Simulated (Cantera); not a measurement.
A closed system holds: 1 mol Al, 0.32 mol Cl2, 2 mol N2, held at 923 K and 570 Pa.

These are equilibrium values from Cantera (NASA tables, ideal gas, pure condensed phases), not measurements of a reactor. Candidate condensed phases: Al, AlCl3, AlN; 11 gas species. Equilibrium is a limit: real reactors are often held back by kinetics, nucleation or transport.

Base state: N2 0.883, AlCl3 0.117, Al2Cl6 2.49e-5 (mole fractions); condensed: AlN(s).

What changes in the equilibrium state with this change: 0.045 mol NH3 added?


```
species       before    after
-----------  -------  -------
N2             0.883    0.848
AlCl3          0.117    0.101
HCl                0   0.0307
H2                 0   0.0200
Al2Cl6       2.49e-5  1.86e-5
AlN(s), mol    0.787    0.806
```
Further candidate phases: NH4Cl.
